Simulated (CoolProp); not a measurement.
R1224YDZ at 243.46 K and 0.00691 MPa is throttled through a valve to 0.000383 MPa with no heat exchange. Each further row changes one setting.

Values from CoolProp's reference Helmholtz-energy equation of state, Akasaka 2023.

```
case                          temperature change (K)  final density (kg/m³)
----------------------------  ----------------------  ---------------------
as stated                                       -0.8                    [?]
outlet pressure 0.000115 MPa                     [?]                    [?]
outlet pressure 0.000498 MPa                    -0.8                 0.0367
```

**Question.** Fill in the missing entries.

**Answer.** 
- as stated, final density (kg/m³): 0.0282
- outlet pressure 0.000115 MPa, temperature change (K): -0.9
- outlet pressure 0.000115 MPa, final density (kg/m³): 0.00847
